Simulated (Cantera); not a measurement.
Charge: 1 mol C, 0.061 mol NH3, 0.047 mol CO2, equilibrated at 1023 K.

These are equilibrium values from Cantera (NASA tables, ideal gas, pure condensed phases), not measurements of a reactor. Candidate condensed phases: C, C6H6, C7H8, C8H18, H2O; 136 gas species. The numbers say what is thermodynamically allowed, not how fast it happens.

At 1.00 bar, list the 4 most abundant gas species with their mole fractions, and the condensed phases.

H2 0.401, CO 0.350, N2 0.155, CO2 0.0439. Condensed: C(graphite).
